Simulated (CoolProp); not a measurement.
The fluid at 298.15 K and 0.819 MPa is throttled through a valve to 0.272 MPa with no heat exchange. The same conditions are run with several fluids, on thermodynamics alone (safety and materials aside).

Values from CoolProp's reference Helmholtz-energy equation of state of each fluid (CF4 (R14): Platzer 1990; hydrogen sulfide: Lemmon 2006; R13: Platzer 1990; methane: Setzmann 1991; C2F6 (R116): Lemmon 2006). The equations of Platzer and Polt are older, rougher fits.

```csv
fluid,temperature change (K),final density (kg/m³)
CF4 (R14),-3.0,9.86
hydrogen sulfide,-9.9,3.96
R13,-6.6,12.0
methane,-2.4,1.78
C2F6 (R116),-4.9,15.9
```
